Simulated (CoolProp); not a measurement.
c-C4F8 (RC318) at several states: density (kg/m³) from the reference equation and from simpler models built on Tc = 115.2 °C, pc = 2.778 MPa, ω = 0.355; each cubic takes its own stable root.

Model: reference Helmholtz-energy equation of state, Platzer 1990, in CoolProp. This equation is an older, rougher fit.

| T (°C) | p (MPa) | phase | reference | ideal gas | Soave-Redlich-Kwong |
|---|---|---|---|---|---|
| 75.75 | 0.184 | gas | 13.11 | 12.69 | 13.13 |
| 137.45 | 1.47 | gas | 102.6 | 86.13 | 102.8 |
| 126.05 | 0.0201 | gas | 1.214 | 1.211 | 1.214 |
| 163.35 | 0.0423 | gas | 2.339 | 2.331 | 2.339 |
